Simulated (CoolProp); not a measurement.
The fluid at 298.15 K and 0.146 MPa (gas) is heated at constant pressure to 361.8 K. The same conditions are run with several fluids, on thermodynamics alone (safety and materials aside).

Computed with CoolProp (reference Helmholtz-energy equation of state of each fluid (R1336mzz(E): Akasaka 2023; C2F6 (R116): Lemmon 2006; cyclopropane: Polt 1992; carbon monoxide: Lemmon 2006; propyne: Polt 1992)). The equations of Platzer and Polt are older, rougher fits.

Problem. Rank R1336mzz(E), C2F6 (R116), cyclopropane, carbon monoxide, propyne by heat (kJ/kg), highest first.

Solution. propyne (105), cyclopropane (96.3), carbon monoxide (66.4), R1336mzz(E) (55.1), C2F6 (R116) (52.4)

```csv
fluid,final density (kg/m³)
R1336mzz(E),8.20
C2F6 (R116),6.75
cyclopropane,2.07
carbon monoxide,1.36
propyne,1.97
```
